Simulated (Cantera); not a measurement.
# Equilibrium for hydrogen reduction and annealing atmospheres: SiO2 + H2 + H2O

Charge: 1 mol SiO2, 1700 mol H2, 0.34 mol H2O, held at 3.10 mbar.

Method: chemical equilibrium by Gibbs-energy minimisation in Cantera with the NASA 1993 tables (ideal gas, pure condensed phases). Candidate condensed phases: H2O, Si, SiO2; 18 gas species. The tables hold silica as quartz up to 1696 K and as liquid above; real silica turns to tridymite and cristobalite and melts near 1996 K. The numbers say what is thermodynamically allowed, not how fast it happens.

From 802 °C to 1177 °C the condensed part is SiO2(β-quartz). From 1252 °C to 1552 °C nothing is condensed.

```csv
T (°C),x H2,x H,x H2O,x SiO,x OH,x Si,x O,n SiO2(β-quartz)
802,1.000,2.64e-7,0.000200,8.35e-11,<1e-12,<1e-12,<1e-12,1.00
877,1.000,1.34e-6,0.000200,4.60e-9,1.62e-12,<1e-12,<1e-12,1.000
952,1.000,5.60e-6,0.000200,1.54e-7,1.02e-11,<1e-12,<1e-12,1.000
1027,1.000,1.99e-5,0.000203,3.34e-6,5.28e-11,<1e-12,<1e-12,0.994
1102,1.000,6.15e-5,0.000243,4.35e-5,2.70e-10,1.31e-12,<1e-12,0.926
1177,0.999,0.000170,0.000465,0.000266,1.90e-9,1.65e-11,<1e-12,0.548
1252,0.998,0.000425,0.000787,0.000588,1.04e-8,7.47e-11,3.79e-12,0
1327,0.998,0.000975,0.000787,0.000587,3.01e-8,2.30e-10,2.45e-11,0
1402,0.997,0.00208,0.000787,0.000587,7.95e-8,6.40e-10,1.34e-10,0
1477,0.994,0.00417,0.000786,0.000587,1.93e-7,1.63e-9,6.36e-10,0
1552,0.991,0.00787,0.000784,0.000585,4.36e-7,3.84e-9,2.66e-9,0
```
x: gas mole fraction; n: condensed amount in mol.
